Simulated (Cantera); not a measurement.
A perfectly stirred reactor is fed with CH4 : H2O : N2 = 1 : 0.35 : 0.018 (molar parts), at 760 Torr; it is held at 1425 K, and followed from long to short residence time.

Detailed kinetics in Cantera: GRI-Mech 3.0 (53 species, 325 reactions). GRI-Mech 3.0 stops at C3 and has no aromatics, soot or wall deposition, so with more carbon than oxygen in the feed, carbon stays in small species such as C2H2 where larger ones or solid carbon would form.

### Question
Predict: x(CH4) at τ = 16.0 s; x(H2O) at τ = 16.0 s; x(H) at τ = 16.0 s; x(CH3) at τ = 16.0 s; x(CH4) at τ = 0.220 s; x(H2O) at τ = 0.220 s; x(H) at τ = 0.220 s; x(CH3) at τ = 0.220 s.

### Answer
```json
{
 "x(CH4) at τ = 16.0 s": "0.242",
 "x(H2O) at τ = 16.0 s": "0.149",
 "x(H) at τ = 16.0 s": "4.01e-6",
 "x(CH3) at τ = 16.0 s": "4.40e-5",
 "x(CH4) at τ = 0.220 s": "0.646",
 "x(H2O) at τ = 0.220 s": "0.244",
 "x(H) at τ = 0.220 s": "5.81e-7",
 "x(CH3) at τ = 0.220 s": "0.000103"
}
```
